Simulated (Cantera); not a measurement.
Equilibrium for iron carbonyl, mercury and lead vapours: PbO + H2

A closed system holds: 1 mol PbO, a varied amount of H2, equilibrated at 1400 K and 19000 Pa.

Cantera equilibrium calculation (NASA polynomials, part measured and part estimated; ideal gas, pure solids and liquids). Candidate condensed phases: H2O, Pb, PbO, PbO2, Pb3O4; 12 gas species. Each liquid is taken as pure. Mutual solubility and eutectic melting of coexisting phases are not modelled. Gases not in the tables: (PbO)n polymers. The numbers say what is thermodynamically allowed, not how fast it happens.

| n(H2) (mol) | x H2O | x H2 | x Pb | x PbO | x Pb2 | x H | x OH | n Pb(l) | n PbO(l) |
|---|---|---|---|---|---|---|---|---|---|
| 0.37 | 0.942 | 0.000691 | 0.0459 | 0.0118 | 9.69e-6 | 2.93e-7 | 7.94e-6 | 0.352 | 0.626 |
| 0.73 | 0.942 | 0.000691 | 0.0459 | 0.0118 | 9.69e-6 | 2.93e-7 | 7.94e-6 | 0.694 | 0.261 |
| 1.1 | 0.867 | 0.0868 | 0.0459 | 8.63e-5 | 9.69e-6 | 3.29e-6 | 6.53e-7 | 0.947 | 0 |
| 1.4 | 0.681 | 0.273 | 0.0459 | 2.16e-5 | 9.69e-6 | 5.83e-6 | 2.89e-7 | 0.933 | 0 |
| 1.8 | 0.530 | 0.424 | 0.0459 | 1.08e-5 | 9.69e-6 | 7.27e-6 | 1.81e-7 | 0.913 | 0 |
| 2.1 | 0.454 | 0.500 | 0.0459 | 7.86e-6 | 9.69e-6 | 7.89e-6 | 1.43e-7 | 0.899 | 0 |
| 2.5 | 0.382 | 0.572 | 0.0459 | 5.76e-6 | 9.69e-6 | 8.44e-6 | 1.12e-7 | 0.880 | 0 |
| 2.8 | 0.341 | 0.613 | 0.0459 | 4.80e-6 | 9.69e-6 | 8.74e-6 | 9.65e-8 | 0.865 | 0 |
| 3.2 | 0.298 | 0.656 | 0.0459 | 3.93e-6 | 9.69e-6 | 9.04e-6 | 8.16e-8 | 0.846 | 0 |
x: gas mole fraction; n: condensed amount in mol.

From 0.37 mol H2 to 0.73 mol H2 the condensed part is Pb(l) + PbO(l). From 1.1 mol H2 to 3.2 mol H2 the condensed part is Pb(l). The share of Pb in condensed phases is highest at 0.37 mol H2 (97.7 %) and lowest at 3.2 mol H2 (84.6 %).
